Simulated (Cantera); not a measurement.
A closed system holds: 1 mol Si, 3.1 mol HBr, 41 mol N₂, equilibrated at 777 °C and 100 Torr.

Equilibrium computed with Cantera from the NASA thermochemical tables; the gas is ideal and each condensed phase is pure. Candidate condensed phases: Br₂, Si, Si₃N₄; 28 gas species. N₂ is the only nitrogen source here; it is nearly inert below about 1500 K, so the nitride shown seldom forms there in practice. Equilibrium is a limit: real reactors are often held back by kinetics, nucleation or transport.

Base state: N₂ 0.932, HBr 0.0583, H₂ 0.00658, SiBr₄ 0.00328, Br 1.81e-5 (mole fractions); condensed: Si₃N₄(s).

Task: What changes in the equilibrium state with this change: HBr from 3.1 to 24 mol?

Result: 
```json
[
 {"species": "N₂", "before": "0.932", "after": "0.641"},
 {"species": "HBr", "before": "0.0583", "after": "0.312"},
 {"species": "H₂", "before": "0.00658", "after": "0.0313"},
 {"species": "SiBr₄", "before": "0.00328", "after": "0.0156"},
 {"species": "Br", "before": "1.81e-5", "after": "4.45e-5"},
 {"species": "Si₃N₄(s), mol", "before": "0.286", "after": "0"}
]
```
